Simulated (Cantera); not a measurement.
Feed: 1 mol Si, a varied amount of HCl, 1.3 mol H₂, held at 728 Torr.

Cantera equilibrium calculation (NASA polynomials, part measured and part estimated; ideal gas, pure solids and liquids). Candidate condensed phases: Si; 19 gas species. The tables' values for SiCl₃ are old estimates. Kinetics and transport are ignored.

Problem. What condenses at these points (T in K, n(HCl) in mol): (1650, 3.2); (1450, 4.4); (1250, 3.2); (950, 1.6); (1150, 4.4)?

Solution. 
```json
[
 {"T (K)": "1650", "n(HCl) in mol": "3.2", "condensed phases": "gas only", "Si condensed (%)": "0.0"},
 {"T (K)": "1450", "n(HCl) in mol": "4.4", "condensed phases": "gas only", "Si condensed (%)": "0.0"},
 {"T (K)": "1250", "n(HCl) in mol": "3.2", "condensed phases": "Si", "Si condensed (%)": "15.8"},
 {"T (K)": "950", "n(HCl) in mol": "1.6", "condensed phases": "Si", "Si condensed (%)": "56.4"},
 {"T (K)": "1150", "n(HCl) in mol": "4.4", "condensed phases": "gas only", "Si condensed (%)": "0.0"}
]
```
